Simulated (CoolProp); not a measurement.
A simple Rankine cycle with c-C4F8 (RC318): condensing at 294.15 K, boiler at 2.33 MPa, turbine inlet 384.6 K, turbine efficiency 0.8, pump efficiency 0.7, no recuperator. Each further row changes one setting.

Model: reference Helmholtz-energy equation of state, Platzer 1990, in CoolProp. This equation is an older, rougher fit; its heat capacities, sound speeds and derivatives of the liquid may be far off and weren't checked against measurements.

| case | thermal efficiency (%) | net work (kJ/kg) | heat in (kJ/kg) | turbine exit temperature (K) | volume ratio over the turbine |
|---|---|---|---|---|---|
| as stated | 11.6 | 18.3 | 158 | 334.0 | 12.2 |
| turbine inlet 404.6 K | 11.5 | 21.1 | 183 | 360.0 | 10.4 |
| condensing temperature 286.15 K | 12.7 | 21.1 | 166 | 329.9 | 16.0 |
| boiler pressure 1.63 MPa | 10.3 | 17.5 | 170 | 349.7 | 6.83 |
| turbine efficiency 0.7 | 10.0 | 15.8 | 158 | 336.9 | 12.3 |
